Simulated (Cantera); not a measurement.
A Cantera script and what it prints.

```python
import numpy as np
import cantera as ct

gas_names = """
    CL CLO CL2 Fe FeCL FeCL2 FeCL3 FeO Fe(OH)2 Fe2CL4 Fe2CL6 H HCL HNO HNO2 HNO3 HOCL HO2 H2 H2O H2O2 N
    NH NH2 NH3 NH2OH NO NO2 NO3 N2 N2H2 N2H4 N2O O OH O2 O3
""".split()
cond_names = """
    Fe(a) Fe(c) Fe(d) Fe(L) FeCL2(s) FeCL2(L) FeCL3(s) FeCL3(L) FeO(s) FeO(L) Fe(OH)2(s) Fe(OH)3(s)
    Fe2O3(s) Fe3O4(s) H2O(s) H2O(L) NH4CL(a) NH4CL(b)
""".split()


# ... load() reads the species with a 1 bar reference pressure and builds the phases ...
atoms = {
    'FeCl3': {'Fe': 1, 'CL': 3},
    'O2': {'O': 2},
    'N2': {'N': 2},
    'HCl': {'H': 1, 'CL': 1},
}
top_T = {'Fe2O3(s)': 1830, 'Fe3O4(s)': 1870}  # K; cautious upper limits of use, not melting points


# ... equilibrate(T, P, feed) seeds the gas with the atoms and calls Mixture.equilibrate('TP', solver="vcs", rtol=1e-11, max_steps=5000) ...
results = []
feed = {'FeCl3': 1, 'O2': 1.3, 'N2': 0.32, 'HCl': 0.063}  # mol
T = 1123.15  # K
for P in [0.1, 1, 10, 100, 1000, 10000, 100000]:
    mix = equilibrate(T, P, feed)
    results.append((T, P, feed, dict(zip(mix.species_names, mix.species_moles))))

top = {s: max(r[3][s] / sum(r[3][g] for g in gas_names) for r in results) for s in gas_names}
cols = sorted((s for s in top if top[s] > 0.0001), key=lambda s: -top[s])[:8]
seen = [c for c in cond_names if any(r[3].get(c, 0) > 1e-12 for r in results)]
print("log10 of partial pressures in bar; condensed amounts in mol")
print(f"{'P/Pa':>10s}" + "".join(f"{s[:9]:>10s}" for s in cols + seen))
for T, P, feed, n in results:
    ng = sum(n[g] for g in gas_names)
    print(f"{P:10.4g}" + "".join(f"{np.log10(max(n[s] / ng * P / 1e5, 1e-99)):10.3f}" for s in cols)
          + "".join(f"{n.get(c, 0):10.4g}" for c in seen))
```

Output:

```
log10 of partial pressures in bar; condensed amounts in mol
      P/Pa       CL2        O2     FeCL2        CL        N2     FeCL3       HCL    Fe2CL6  Fe2O3(s)
       0.1    -7.829    -6.445    -6.562    -6.612    -7.054    -8.661    -7.760   -17.802         0
         1    -6.192    -5.425    -5.565    -5.793    -6.029    -6.844    -6.735   -14.169  0.009676
        10    -4.675    -4.458    -4.773    -5.035    -4.970    -5.294    -5.676   -11.069    0.1724
       100    -3.425    -3.512    -4.232    -4.410    -3.918    -4.128    -4.624    -8.736    0.3236
      1000    -2.321    -2.557    -3.845    -3.858    -2.896    -3.189    -3.602    -6.859    0.4006
     1e+04    -1.273    -1.587    -3.524    -3.334    -1.888    -2.344    -2.595    -5.169    0.4402
     1e+05    -0.247    -0.608    -3.232    -2.821    -0.885    -1.540    -1.593    -3.560    0.4632
```

Cantera equilibrium calculation (NASA polynomials, part measured and part estimated; ideal gas, pure solids and liquids).
